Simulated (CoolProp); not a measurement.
R11 at 262.9 K and 9.82 MPa is throttled through a valve to 3.46 MPa with no heat exchange. Each further row changes one setting.

Values from CoolProp's reference Helmholtz-energy equation of state, Jacobsen 1992.

```tsv
case	temperature change (K)	final density (kg/m³)
as stated	+3.1	1560
outlet pressure 1.04 MPa	+4.2	1550
outlet pressure 4.5 MPa	+2.6	1560
```
